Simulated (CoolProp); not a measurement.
A single-stage vapour-compression cycle with chlorine: evaporating at 197.15 K (dew point), condensing at 232.15 K (bubble point), superheat 8 K, subcooling 8 K, compressor efficiency 0.65, no pressure losses. Each further row changes one setting.

The numbers come from the reference Helmholtz-energy equation of state, Thol 2021 in CoolProp.

```csv
case,cooling COP,pressure ratio,discharge temperature (K),refrigerating effect (kJ/kg),volumetric capacity (kJ/m³)
as stated,3.03,7.28,404.4,288,121
evaporating temperature 202.15 K,3.74,5.23,373.4,___,166
condensing temperature 227.15 K,___,5.72,375.8,292,123
subcooling 13 K,___,7.28,404.4,292,123
superheat 18 K,2.94,7.28,___,292,___
compressor efficiency 0.55,___,7.28,438.8,288,121
```

Problem. Fill in the missing entries.

Solution. 
- evaporating temperature 202.15 K, refrigerating effect (kJ/kg): 290
- condensing temperature 227.15 K, cooling COP: 3.62
- subcooling 13 K, cooling COP: 3.08
- superheat 18 K, discharge temperature (K): 422.4
- superheat 18 K, volumetric capacity (kJ/m³): 117
- compressor efficiency 0.55, cooling COP: 2.56
